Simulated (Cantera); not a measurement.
Input: 1 mol Cu₂O, 4.5 mol C, 11 mol H₂, 4.8 mol CO, equilibrated at 100000 Pa.

Cantera equilibrium calculation (NASA polynomials, part measured and part estimated; ideal gas, pure solids and liquids). Candidate condensed phases: C, C₆H₆, C₇H₈, C₈H₁₈, Cu, CuO, Cu(OH)₂, Cu₂O, H₂O; 113 gas species. The numbers say what is thermodynamically allowed, not how fast it happens.

Problem. What share of the Cu ends up in condensed phases as a function of T (K), at 1775, 1825, 1875, 1925, 1975, 2025, 2075, 2125, 2175, 2225?

Solution. 
```
T (K)  Cu condensed (%)     as
-----  ----------------  -----
1775               99.7  Cu(l)
1825               99.4  Cu(l)
1875               98.9  Cu(l)
1925               98.2  Cu(l)
1975               97.1  Cu(l)
2025               95.4  Cu(l)
2075               92.8  Cu(l)
2125               88.9  Cu(l)
2175               83.4  Cu(l)
2225               75.3  Cu(l)
```
